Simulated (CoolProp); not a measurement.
n-decane at several states: density (kg/m³) from the reference equation and from simpler models built on Tc = 344.5 °C, pc = 2101 kPa, ω = 0.488; each cubic takes its own stable root.

The numbers come from the reference Helmholtz-energy equation of state, Lemmon 2006 in CoolProp. It is a short technical equation, of lower accuracy than the large ones.

```json
[
 {"T (°C)": "247.65", "p (kPa)": "4230", "phase": "liquid", "reference": "545.2"},
 {"T (°C)": "176.35", "p (kPa)": "489", "phase": "liquid", "reference": "602.8"},
 {"T (°C)": "282.65", "p (kPa)": "372", "phase": "gas", "reference": "12.78"},
 {"T (°C)": "175.55", "p (kPa)": "1420", "phase": "liquid", "reference": "605.7"},
 {"T (°C)": "192.25", "p (kPa)": "105", "phase": "gas", "reference": "4.090"}
]
```

How far does each simpler model (Redlich-Kwong, Soave-Redlich-Kwong) lie from the reference over these 5 states: mean and median of the absolute difference, and the worst?


- Redlich-Kwong: mean 13.6 %, median 20.5 %, worst -22.3 % at 176.35 °C and 489 kPa
- Soave-Redlich-Kwong: mean 9.8 %, median 15.6 %, worst -15.9 % at 176.35 °C and 489 kPa
